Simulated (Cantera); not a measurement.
A perfectly stirred reactor is fed with CO : H2 : O2 : N2 : H2O = 1 : 0.43 : 1.49 : 5.6 : 0.92 (molar parts), equivalence ratio 0.48, at 750 Torr; it is adiabatic with a 775 K inlet, and is followed from long to short residence time, starting on the burning branch (τ in s: 0.038, 0.017, 0.0079, 0.0036, 0.0016, 0.00073, 0.00033, 0.00015, 6.8e-05, 3.1e-05, 1.4e-05, 6.3e-06).

Computed with Cantera and GRI-Mech 3.0 (53 species, 325 reactions).

What does this change do: pressure from 750 Torr to 368 Torr?


```json
[
 {"quantity": "blow-out, bracketed by the residence times tried", "before": "burning at 0.150 ms, out at 68.0 µs", "after": "burning at 0.150 ms, out at 68.0 µs"},
 {"quantity": "x(CO) at τ = 38.0 ms", "before": "0.00134", "after": "0.00271"},
 {"quantity": "x(H2) at τ = 38.0 ms", "before": "0.000318", "after": "0.000738"},
 {"quantity": "x(O2) at τ = 38.0 ms", "before": "0.0887", "after": "0.0888"},
 {"quantity": "x(N2O) at τ = 38.0 ms", "before": "4.33e-7", "after": "2.74e-7"},
 {"quantity": "x(O) at τ = 38.0 ms", "before": "0.000394", "after": "0.000953"},
 {"quantity": "x(CO) at τ = 0.330 ms", "before": "0.0218", "after": "0.0349"},
 {"quantity": "x(H2) at τ = 0.330 ms", "before": "0.00414", "after": "0.00635"},
 {"quantity": "x(O2) at τ = 0.330 ms", "before": "0.0967", "after": "0.103"},
 {"quantity": "x(N2O) at τ = 0.330 ms", "before": "2.91e-7", "after": "1.06e-7"},
 {"quantity": "x(O) at τ = 0.330 ms", "before": "0.00529", "after": "0.00824"}
]
```

What does this change do: pressure from 750 Torr to 15000 Torr?


```tsv
quantity	before	after
blow-out, bracketed by the residence times tried	burning at 0.150 ms, out at 68.0 µs	burning at 68.0 µs, out at 31.0 µs
x(CO) at τ = 38.0 ms	0.00134	0.000141
x(H2) at τ = 38.0 ms	0.000318	2.46e-5
x(O2) at τ = 38.0 ms	0.0887	0.0887
x(N2O) at τ = 38.0 ms	4.33e-7	8.89e-7
x(O) at τ = 38.0 ms	0.000394	2.71e-5
x(CO) at τ = 0.330 ms	0.0218	0.00451
x(H2) at τ = 0.330 ms	0.00414	0.000317
x(O2) at τ = 0.330 ms	0.0967	0.0906
x(N2O) at τ = 0.330 ms	2.91e-7	2.95e-6
x(O) at τ = 0.330 ms	0.00529	0.000136
```
The hydrogen kinetics of GRI-Mech 3.0 are dated; newer H2 mechanisms differ, most at raised pressure. The pressure lies above the range GRI-Mech 3.0 was tuned for (to about 10 atm).
